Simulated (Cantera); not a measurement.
**Premixed flame**

A freely propagating, adiabatic, planar premixed flame of 4.30 % C3H8, 19.6 % O2, 76.1 % N2, equivalence ratio 1.1, unburnt at 300 K and 29000 Pa; mixture-averaged transport, grid criteria slope 0.08 and curve 0.16, no radiation.

Computed with Cantera and GRI-Mech 3.0 (53 species, 325 reactions). GRI-Mech 3.0 was tuned for natural gas; its chemistry of propane as a main component is partial and can be far from experiment. Burning velocities carry a grid error of a few per cent, more on coarse grids.

```csv
z (mm),T (K),u (m/s),x C3H8,x O2,x CH2CO,x HO2,x CH2O,x H2O
-2.94,300,0.610,0.0430,0.196,<1e-8,<1e-8,<1e-8,2.12e-6
-1.96,300,0.611,0.0429,0.195,<1e-8,1.08e-7,1.99e-7,3.95e-5
-1.47,303,0.618,0.0428,0.195,7.80e-8,9.25e-7,2.71e-6,0.000311
-0.981,336,0.691,0.0425,0.191,2.96e-6,1.17e-5,6.64e-5,0.00374
-0.491,735,1.56,0.0335,0.156,0.000172,8.26e-5,0.00101,0.0379
-0.245,1184,2.60,0.0131,0.111,0.000760,0.000188,0.00148,0.0738
0,1595,3.58,0.000540,0.0629,0.000987,0.000141,0.000755,0.108
0.245,1772,4.00,9.65e-7,0.0343,0.000215,1.58e-5,0.000114,0.125
0.491,1816,4.08,<1e-8,0.0226,1.44e-5,2.90e-6,8.45e-6,0.130
0.981,1847,4.13,<1e-8,0.0160,2.65e-8,1.72e-6,2.39e-8,0.130
1.96,1882,4.18,<1e-8,0.0134,<1e-8,1.41e-6,<1e-8,0.129
3.93,1927,4.27,<1e-8,0.0119,<1e-8,1.18e-6,<1e-8,0.131
7.85,1986,4.38,<1e-8,0.0101,<1e-8,9.33e-7,<1e-8,0.135
```
x: mole fraction of selected species; z is measured from the peak of heat release.

```
Quantity                      Value
------------------------  ---------
laminar burning velocity  60.9 cm/s
thermal thickness          0.981 mm
peak x(CH2CO)               0.00112
peak x(HO2)                0.000225
peak x(CH2O)                0.00148
grid points                     160
```
